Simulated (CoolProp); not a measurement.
Hexamethyldisiloxane (MM) along the isobar 1.63 MPa: Z from the reference equation and from simpler models built on Tc = 518.7 K, pc = 1.931 MPa, ω = 0.418; each cubic takes its own stable root.

Computed with CoolProp (reference Helmholtz-energy equation of state, Thol 2016).

| T (K) | phase | reference |
|---|---|---|
| 465.8 | liquid | 0.1246 |
| 476.1 | liquid | 0.1266 |
| 486.4 | liquid | 0.1299 |
| 496.6 | liquid | 0.1352 |
| 517.2 | gas | 0.5749 |
| 527.5 | gas | 0.6317 |
| 537.8 | gas | 0.6733 |
| 548 | gas | 0.7062 |
| 558.3 | gas | 0.7339 |
| 568.6 | gas | 0.7575 |
| 578.9 | gas | 0.7782 |
| 589.2 | gas | 0.7963 |
| 599.4 | gas | 0.8124 |
| 609.7 | gas | 0.8269 |
| 620 | gas | 0.8400 |

Problem. How far does each simpler model (van der Waals, Redlich-Kwong, Soave-Redlich-Kwong, Peng-Robinson) lie from the reference over these 15 states: mean and median of the absolute difference, and the worst?

Solution. 
- van der Waals: mean 19.7 %, median 2.9 %, worst +70.6 % at 496.6 K and 1.63 MPa
- Redlich-Kwong: mean 7.8 %, median 2.4 %, worst +29.2 % at 496.6 K and 1.63 MPa
- Soave-Redlich-Kwong: mean 5.7 %, median 2.3 %, worst +19.7 % at 496.6 K and 1.63 MPa
- Peng-Robinson: mean 1.6 %, median 1.2 %, worst +6.4 % at 496.6 K and 1.63 MPa
